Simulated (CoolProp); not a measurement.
Carbon dioxide at 298.15 K and 5.41 MPa is throttled through a valve to 2.78 MPa with no heat exchange. Each further row changes one setting.

Computed with CoolProp (reference Helmholtz-energy equation of state, Span 1996).

| case | temperature change (K) | final phase | final density (kg/m³) |
|---|---|---|---|
| as stated | -33.3 | two-phase, vapour fraction 0.995 | … |
| outlet pressure 0.834 MPa | … | two-phase, vapour fraction 0.998 | 21.8 |
| outlet pressure 3.61 MPa | -21.9 | gas | … |

### Question
What belongs in the gaps?

### Answer

- as stated, final density (kg/m³): 75.5
- outlet pressure 0.834 MPa, temperature change (K): -69.9
- outlet pressure 3.61 MPa, final density (kg/m³): 99.5
